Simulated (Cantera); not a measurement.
A perfectly stirred reactor is fed with CH4 : O2 : N2 = 0.006 : 0.0023 : 1 (molar parts), equivalence ratio 5.2, at 0.701 atm; it is held at 1623 K, and followed from long to short residence time.

Detailed kinetics in Cantera: GRI-Mech 3.0 (53 species, 325 reactions). GRI-Mech 3.0 stops at C3 and has no aromatics, soot or wall deposition, so with more carbon than oxygen in the feed, carbon stays in small species such as C2H2 where larger ones or solid carbon would form.

One state of this run: x CH4 = 0.00116; x O2 = 8.41e-5; x HO2 = 3.83e-9; x C2H4 = 2.30e-5; x C2H2 = 0.00141; x C2H = 8.91e-9; x HCO = 1.88e-10. x: mole fraction; the columns are a selection and need not sum to one.

Q: Which value of τ (s) does it belong to?
(A) 0.065
(B) 3.7
(C) 0.0012
(D) 0.49

A: D, 0.49
